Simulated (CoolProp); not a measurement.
R1234yf along the isotherm -17.15 °C: Z from the reference equation and from simpler models built on Tc = 94.7 °C, pc = 33.84 bar, ω = 0.276; each cubic takes its own stable root.

The numbers come from the reference Helmholtz-energy equation of state, Lemmon 2022 in CoolProp.

```
p (bar)   phase  reference  van der Waals  Soave-Redlich-Kwong  Peng-Robinson
-------  ------  ---------  -------------  -------------------  -------------
42.3     liquid     0.1825         0.3016               0.2033         0.1800
84.6     liquid     0.3611         0.5847               0.4002         0.3552
127      liquid     0.5369         0.8577               0.5927         0.5269
169      liquid     0.7084          1.121               0.7797         0.6941
212      liquid     0.8814          1.385               0.9679         0.8627
254      liquid      1.048          1.639                1.149          1.025
296      liquid      1.213          1.890                1.328          1.186
338      liquid      1.377          2.138                1.506          1.345
```
